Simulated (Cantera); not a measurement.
**Pb + CO + H₂ + CO₂ (metals in furnace atmospheres)**

Charge: 1 mol Pb, 3 mol CO, a varied amount of H₂, 0.19 mol CO₂, held at 1.80 mbar.

Equilibrium computed with Cantera from the NASA thermochemical tables; the gas is ideal and each condensed phase is pure. Candidate condensed phases: C, C₆H₆, C₇H₈, C₈H₁₈, H₂O, Pb, PbO, PbO₂, Pb₃O₄; 113 gas species. Kinetics and transport are ignored.

Problem. Map the stable condensed phases over T = 550, 575, 600, 625, 650, 675, 700, 725, 750, 775, 800, 825 °C and n(H₂) in mol = 6.6, 10, 16, 25, 38, 60, 93, 140.

Solution. 
```
T in °C \ n(H₂) in mol
         6.6  10  16  25  38  60  93 140
    825    A   A   B   B   B   B   B   B
    800    A   A   A   B   B   B   B   B
    775    A   A   A   A   B   B   B   B
    750    A   A   A   A   A   A   B   B
    725    A   A   A   A   A   A   A   B
    700    A   A   A   A   A   A   A   A
    675    A   A   A   A   A   A   A   A
    650    A   A   A   A   A   A   A   A
    625    A   A   A   A   A   A   A   A
    600    A   A   A   A   A   A   A   A
    575    A   A   A   A   A   A   A   A
    550    A   A   A   A   A   A   A   A
```
A: Pb; B: gas only.
